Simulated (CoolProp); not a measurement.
Vinyl chloride along the isobar 23.6 MPa: fugacity coefficient from the reference equation and from simpler models built on Tc = 151.9 °C, pc = 5.600 MPa, ω = 0.160; each cubic takes its own stable root.

The numbers come from the reference Helmholtz-energy equation of state, Thol 2022 in CoolProp.

```json
[
 {"T (°C)": "-59.25", "phase": "liquid", "reference": "0.0008998", "Redlich-Kwong": "0.001366", "Soave-Redlich-Kwong": "0.0009600", "Peng-Robinson": "0.0009367"},
 {"T (°C)": "-45.55", "phase": "liquid", "reference": "0.001978", "Redlich-Kwong": "0.002951", "Soave-Redlich-Kwong": "0.002080", "Peng-Robinson": "0.001997"},
 {"T (°C)": "-31.95", "phase": "liquid", "reference": "0.003884", "Redlich-Kwong": "0.005671", "Soave-Redlich-Kwong": "0.004051", "Peng-Robinson": "0.003842"},
 {"T (°C)": "-18.25", "phase": "liquid", "reference": "0.007012", "Redlich-Kwong": "0.009991", "Soave-Redlich-Kwong": "0.007291", "Peng-Robinson": "0.006845"},
 {"T (°C)": "-4.65", "phase": "liquid", "reference": "0.01171", "Redlich-Kwong": "0.01627", "Soave-Redlich-Kwong": "0.01218", "Peng-Robinson": "0.01134"},
 {"T (°C)": "9.05", "phase": "liquid", "reference": "0.01846", "Redlich-Kwong": "0.02497", "Soave-Redlich-Kwong": "0.01923", "Peng-Robinson": "0.01780"},
 {"T (°C)": "22.65", "phase": "liquid", "reference": "0.02753", "Redlich-Kwong": "0.03626", "Soave-Redlich-Kwong": "0.02875", "Peng-Robinson": "0.02650"},
 {"T (°C)": "36.35", "phase": "liquid", "reference": "0.03937", "Redlich-Kwong": "0.05050", "Soave-Redlich-Kwong": "0.04125", "Peng-Robinson": "0.03789"},
 {"T (°C)": "49.95", "phase": "liquid", "reference": "0.05405", "Redlich-Kwong": "0.06758", "Soave-Redlich-Kwong": "0.05682", "Peng-Robinson": "0.05206"},
 {"T (°C)": "63.65", "phase": "liquid", "reference": "0.07193", "Redlich-Kwong": "0.08771", "Soave-Redlich-Kwong": "0.07587", "Peng-Robinson": "0.06939"},
 {"T (°C)": "77.25", "phase": "liquid", "reference": "0.09281", "Redlich-Kwong": "0.1105", "Soave-Redlich-Kwong": "0.09818", "Peng-Robinson": "0.08970"},
 {"T (°C)": "90.95", "phase": "liquid", "reference": "0.1170", "Redlich-Kwong": "0.1361", "Soave-Redlich-Kwong": "0.1240", "Peng-Robinson": "0.1132"},
 {"T (°C)": "104.55", "phase": "liquid", "reference": "0.1439", "Redlich-Kwong": "0.1637", "Soave-Redlich-Kwong": "0.1528", "Peng-Robinson": "0.1395"},
 {"T (°C)": "118.25", "phase": "liquid", "reference": "0.1739", "Redlich-Kwong": "0.1936", "Soave-Redlich-Kwong": "0.1848", "Peng-Robinson": "0.1687"},
 {"T (°C)": "131.85", "phase": "liquid", "reference": "0.2061", "Redlich-Kwong": "0.2249", "Soave-Redlich-Kwong": "0.2191", "Peng-Robinson": "0.2001"},
 {"T (°C)": "145.55", "phase": "liquid", "reference": "0.2407", "Redlich-Kwong": "0.2577", "Soave-Redlich-Kwong": "0.2557", "Peng-Robinson": "0.2337"}
]
```
